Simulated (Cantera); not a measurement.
# CH4 + H2O + H2 (carbon deposition, reforming and gasification)

A closed system holds: 1 mol CH4, 0.025 mol H2O, 2.4 mol H2, held at 802 °C.

Cantera equilibrium calculation (NASA polynomials, part measured and part estimated; ideal gas, pure solids and liquids). Candidate condensed phases: C, C6H6, C7H8, C8H18, H2O; 110 gas species. The ideal-gas law is rough above about 30 bar. The numbers say what is thermodynamically allowed, not how fast it happens.

From 10.0 Pa to 460000 Pa the condensed part is C(graphite). From 2200000 Pa to 1.00e7 Pa nothing is condensed. The main C-bearing gas is CO at 10.0 Pa and CH4 at 1.00e7 Pa.

```tsv
P (Pa)	log p H2	log p CH4	log p H2O	log p CO	n C(graphite)
10	-4.00	-9.35	-11.15	-6.25	0.975
46	-3.34	-8.03	-9.83	-5.59	0.975
220	-2.66	-6.67	-8.47	-4.91	0.975
1000	-2.00	-5.35	-7.15	-4.25	0.973
4600	-1.34	-4.03	-5.83	-3.59	0.966
22000	-0.66	-2.67	-4.48	-2.92	0.933
100000	-0.02	-1.39	-3.20	-2.28	0.803
460000	0.59	-0.17	-2.01	-1.70	0.410
2200000	1.19	0.80	-0.91	-1.43	0
10000000	1.85	1.46	-0.14	-1.97	0
```
log p: log10 of the partial pressure in bar; n: condensed amount in mol.
